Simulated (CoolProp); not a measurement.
Aqueous lithium chloride as a coolant, at -10 °C, 1 atm.

Model: Melinder's fits for secondary coolants, in CoolProp.

```csv
mass %,freezing point (°C),viscosity (mPa s),cp (kJ/(kg K)),conductivity (W/(m K)),Prandtl number
9.5,-11.4,3.36,3.645,0.528,23.2
11.2,-14.4,3.57,?,0.526,24.1
12.9,-18.1,3.80,?,0.523,25.1
14.5,-22.4,4.04,3.354,?,26.1
16.2,-27.9,4.31,3.261,?,27.2
17.9,-34.5,4.61,?,0.514,28.5
```

Some entries are withheld; supply them.


- 11.2, cp (kJ/(kg K)): 3.544
- 12.9, cp (kJ/(kg K)): 3.445
- 14.5, conductivity (W/(m K)): 0.520
- 16.2, conductivity (W/(m K)): 0.517
- 17.9, cp (kJ/(kg K)): 3.174
